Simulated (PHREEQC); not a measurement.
Dissolve 2.2 mmol/kgw ZnSO4 and 8.8 mmol/kgw FeSO4 at 25 °C. Closed to the air; pH follows from the charge balance.

All values are PHREEQC results (ion-association model, phreeqc.dat), not measurements.

Each row changes one thing in this solution. Precipitation was switched off in this run.

```csv
case,pH,ionic strength (mol/kgw),SO4-2 (mol/kgw),Fe+2 (mol/kgw),FeSO4 (mol/kgw),Zn+2 (mol/kgw),SI of Melanterite (FeSO4:7H2O)
as made,5.93,0.0311,0.00774,0.00634,0.00246,0.00144,-2.65
temperature from 25 to 40 °C,___,0.0295,0.00735,0.00597,0.00283,0.00142,-2.86
temperature from 25 to 75 °C,5.36,0.0264,0.00656,0.00520,___,0.00138,-3.26
FeSO4 from 0.0088 to 0.0176 mol/kgw,___,0.0523,0.0130,0.0118,0.00583,0.00130,-2.27
diluted 10-fold with water,6.23,0.00396,0.000991,0.000797,8.25e-5,0.000193,-4.12
FeSO4 from 0.0088 to 0.088 mol/kgw,5.84,0.199,0.0493,0.0487,0.0393,0.000937,-1.43
ZnSO4 from 0.0022 to 0.011 mol/kgw,5.78,0.0503,0.0122,0.00597,0.00283,0.00661,-2.59
```

**Question.** Some entries are withheld; supply them.

**Answer.** 
- temperature from 25 to 40 °C, pH: 5.72
- temperature from 25 to 75 °C, FeSO4 (mol/kgw): 0.00359
- FeSO4 from 0.0088 to 0.0176 mol/kgw, pH: 5.91

Constants without temperature data keep their 25 °C values here.
